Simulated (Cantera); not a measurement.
Input (Python, Cantera) and output of one run.

```python
import numpy as np
import cantera as ct

gas_names = """
    F F2 FS2F,fluorodisu S SF SF2 SF3 SF4 SF5 SF6 S2 S2F2,thiothiony S8 Si SiF SiF2 SiF3 SiF4 SiS Si2
    Si3
""".split()
cond_names = """
    S(cr1) S(cr2) S(L) Si(cr) Si(L)
""".split()


# ... load() reads the species with a 1 bar reference pressure and builds the phases ...
atoms = {
    'Si': {'Si': 1},
    'SF6': {'S': 1, 'F': 6},
}
top_T = {}  # K; cautious upper limits of use, not melting points


# ... equilibrate(T, P, feed) seeds the gas with the atoms and calls Mixture.equilibrate('TP', solver="vcs", rtol=1e-11, max_steps=5000) ...
results = []
feed = {'Si': 1, 'SF6': 3.8}  # mol
P = 10000  # Pa
for T in [975, 1050, 1125, 1200, 1275, 1350, 1425, 1500, 1575]:
    mix = equilibrate(T, P, feed)
    results.append((T, P, feed, dict(zip(mix.species_names, mix.species_moles))))

top = {s: max(r[3][s] / sum(r[3][g] for g in gas_names) for r in results) for s in gas_names}
cols = sorted((s for s in top if top[s] > 0.0001), key=lambda s: -top[s])[:7]
seen = [c for c in cond_names if any(r[3].get(c, 0) > 1e-12 for r in results)]
print("log10 of partial pressures in bar; condensed amounts in mol")
print(f"{'T/K':>10s}" + "".join(f"{s[:9]:>10s}" for s in cols + seen))
for T, P, feed, n in results:
    ng = sum(n[g] for g in gas_names)
    print(f"{T:10.4g}" + "".join(f"{np.log10(max(n[s] / ng * P / 1e5, 1e-99)):10.3f}" for s in cols)
          + "".join(f"{n.get(c, 0):10.4g}" for c in seen))
```

It prints:

```
log10 of partial pressures in bar; condensed amounts in mol
       T/K       SF4       SF6      SiF4         F       SF3       SF5       SF2
       975    -1.382    -1.425    -1.681    -7.856    -4.036    -5.337    -4.663
      1050    -1.383    -1.425    -1.681    -6.669    -3.921    -5.013    -4.644
      1125    -1.383    -1.425    -1.681    -5.641    -3.822    -4.733    -4.628
      1200    -1.384    -1.425    -1.681    -4.741    -3.736    -4.488    -4.615
      1275    -1.384    -1.426    -1.682    -3.949    -3.659    -4.272    -4.604
      1350    -1.385    -1.430    -1.684    -3.246    -3.589    -4.081    -4.589
      1425    -1.384    -1.449    -1.692    -2.626    -3.518    -3.918    -4.560
      1500    -1.381    -1.515    -1.718    -2.094    -3.425    -3.793    -4.479
      1575    -1.373    -1.709    -1.782    -1.683    -3.266    -3.746    -4.262
```

Method: chemical equilibrium by Gibbs-energy minimisation in Cantera with the NASA 1993 tables (ideal gas, pure condensed phases). The tables' values for SF3, SF5 are old estimates; treat these amounts as uncertain.
